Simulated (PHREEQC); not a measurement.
Dissolve 0.063 mol/kgw CdSO4, 0.085 mol/kgw H3BO3 and 0.05 mol/kgw HCl at 25 °C. Closed to the air; pH follows from the charge balance.

Computed with PHREEQC (ion-association model, phreeqc.dat).

Task: The ionic strength comes out as 0.143 mol/kgw. What activity coefficients do Cd(SO4)2-2, HSO4-, Cd+2, CdCl3-, CdCl+ get?

Result: Cd(SO4)2-2 0.34, HSO4- 0.76, Cd+2 0.34, CdCl3- 0.76, CdCl+ 0.76.

No solid was allowed to form. Complexes and solids missing from the database can't appear.
